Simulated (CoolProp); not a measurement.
The numbers come from the reference Helmholtz-energy equation of state, Thol 2018 in CoolProp.

Question: For hydrogen chloride, give the phase and the Z, cp (kJ/(kg K)), expansivity (1/kK) at -13.85 °C and 5.72 bar.

Answer: 
- -13.85 °C and 5.72 bar: gas; Z 0.945, cp 0.924, expansivity 4.66
